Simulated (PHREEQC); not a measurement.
Dissolve 0.00056 mol PbCl2 and 7.2e-05 mol NaCl per kg of water at 90 °C. It is in equilibrium with CO2 at log p = -2 (atm). Otherwise closed; pH follows from the charge balance.

All values are PHREEQC results (ion-association model, phreeqc.dat), not measurements.

No solid was allowed to form.

Estimate the pH.

pH 5.06.

In which forms is Pb present?

Pb+2 87 %, PbCl+ 12 % of the Pb.

Saturation is exceeded, for instance for Pb(OH)2; the values hold only as long as no solid forms. Complexes and solids missing from the database can't appear. Constants without temperature data keep their 25 °C values here.
